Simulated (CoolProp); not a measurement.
Vapour-liquid equilibrium of dimethyl ether (1) + R236FA (2) at 0.104 bar; x and y are mole fractions of (1).

Model: multi-fluid Helmholtz-energy mixture model, Wu 2011 and Pan 2012; pair parameters Bell 2016, in CoolProp.

Task: Give the bubble temperature and the first vapour's composition at x = 0.05, 0.65, 0.8. Is there an azeotrope?

Result: x = 0.05: 227.4 K, y = 0.070; x = 0.65: 214.5 K, y = 0.915; x = 0.8: 210.3 K, y = 0.975. No azeotrope shows between x = 0.05 and 0.95.

Pair parameters are fitted to limited data, so mixtures are less certain than the pure fluids.
